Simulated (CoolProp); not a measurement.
Properties of CF4 (R14) along the isobar 1.22 MPa (Tc = -45.8 °C, pc = 3.762 MPa, ω = 0.178).

Values from CoolProp's reference Helmholtz-energy equation of state, Platzer 1990. This equation is an older, rougher fit.

```csv
T (°C),phase,density (kg/m³),Joule-Thomson coefficient (K/MPa),isothermal compressibility (1/MPa),Prandtl number,fugacity coefficient
-77.15,gas,83.43,18.66,1.105,0.985,0.8286
-64.35,gas,73.91,14.88,1.008,0.901,0.8591
-51.65,gas,67.10,12.31,0.9575,0.858,0.8826
-38.85,gas,61.74,10.40,0.9254,0.832,0.9014
-26.15,gas,57.39,8.961,0.9036,0.816,0.9166
-13.35,gas,53.70,7.813,0.8875,0.804,0.9292
-0.55,gas,50.54,6.886,0.8754,0.795,0.9397
12.15,gas,47.80,6.129,0.8659,0.789,0.9484
24.95,gas,45.36,5.491,0.8582,0.784,0.9559
37.65,gas,43.20,4.954,0.8520,0.780,0.9623
50.45,gas,41.24,4.491,0.8468,0.777,0.9678
63.15,gas,39.49,4.095,0.8425,0.774,0.9726
75.95,gas,37.87,3.747,0.8388,0.771,0.9767
```

Viscosity comes from a separate model (Huber 2003), an estimate that may be off by 10 % or more. Thermal conductivity comes from a separate model (Huber 2003), an estimate that may be off by 10 % or more.
